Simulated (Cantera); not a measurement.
A diamond (100) surface in a fixed gas of H2 with x(CH4) = 0.018, x(H) = 0.0014, at 1050 K, 19000 Pa; coverages are run to steady state.

Cantera simulation using the Harris–Goodwin 1993 mechanism for the reconstructed diamond (100) surface; the numbers are that mechanism's predictions, not measurements.

θ: site fractions in the mechanism's names (c6HH fully hydrogenated, c6H* and c6*H radical sites, c6** diradical, c6HM methylated).

| x(CH3) | growth (µm/h) | θ c6HH | θ c6H* | θ c6*H | θ c6** | θ c6HM |
|---|---|---|---|---|---|---|
| 1e-06 | … | 0.557 | 0.0228 | 0.407 | 0.0126 | 0.000277 |
| 2.2e-06 | … | 0.557 | 0.0228 | 0.407 | 0.0126 | 0.000608 |
| 4.9e-06 | … | 0.556 | 0.0228 | 0.407 | 0.0126 | 0.00135 |
| 1.1e-05 | … | 0.555 | 0.0227 | 0.406 | 0.0126 | 0.00303 |
| 2.4e-05 | … | 0.552 | 0.0226 | 0.403 | 0.0125 | 0.00657 |
| 5.3e-05 | … | 0.546 | 0.0223 | 0.399 | 0.0123 | 0.0143 |
| 0.00012 | … | 0.533 | 0.0217 | 0.388 | 0.0118 | 0.0315 |
| 0.00026 | … | 0.507 | 0.0206 | 0.369 | 0.0110 | 0.0642 |
| 0.00058 | … | 0.458 | 0.0185 | 0.331 | 0.00937 | 0.127 |

Question: What belongs in the gaps?

Answer: 
- 1e-06, growth (µm/h): 0.109
- 2.2e-06, growth (µm/h): 0.239
- 4.9e-06, growth (µm/h): 0.531
- 1.1e-05, growth (µm/h): 1.19
- 2.4e-05, growth (µm/h): 2.58
- 5.3e-05, growth (µm/h): 5.62
- 0.00012, growth (µm/h): 12.3
- 0.00026, growth (µm/h): 25.2
- 0.00058, growth (µm/h): 49.6
